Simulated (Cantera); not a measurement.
A jet of CH4 : O2 : N2 = 0.072 : 0.069 : 0.79 (molar parts) at 300 K and 5400 Pa hits a platinum plate 7.2 cm away at a mass flux of 0.18 kg/m²/s; the plate temperature is set and raised in steps from an oxygen-covered start.

Model: Deutschmann's 1995 Pt surface mechanism with GRI-Mech 3.0 gas chemistry, integrated in Cantera. Catalytic surfaces can have several steady states; this one follows from the mechanism file's or the stated starting coverage.

x: mole fraction at the wall; θ: surface coverage.

```
plate T (K)  wall x CH4   wall x O2  wall x H2O  wall x OH   wall x CO  wall x CO2   θ free Pt        θ H*       θ CO*        θ C*
-----------  ----------  ----------  ----------  ---------  ----------  ----------  ----------  ----------  ----------  ----------
950              0.0290     0.00947      0.0670      <1e-8      0.0503     6.05e-5       0.495     0.00164      0.0906       0.413
1000         (withheld)  (withheld)      0.0637      <1e-8  (withheld)  (withheld)  (withheld)     0.00206  (withheld)  (withheld)
1050             0.0131     0.00423      0.0606      <1e-8      0.0663    0.000339       0.811     0.00222      0.0671       0.120
1100             0.0107     0.00354      0.0590      <1e-8      0.0683    0.000836       0.912     0.00205      0.0444      0.0415
1150            0.00994     0.00338      0.0579      <1e-8      0.0684  (withheld)       0.957  (withheld)  (withheld)  (withheld)
```

Problem. Complete the blanks.

Solution. 
- 1000, wall x CH4: 0.0200
- 1000, wall x O2: 0.00635
- 1000, wall x CO: 0.0595
- 1000, wall x CO2: 0.000116
- 1000, θ free Pt: 0.635
- 1000, θ CO*: 0.0776
- 1000, θ C*: 0.285
- 1150, wall x CO2: 0.00166
- 1150, θ H*: 0.00181
- 1150, θ CO*: 0.0263
- 1150, θ C*: 0.0153
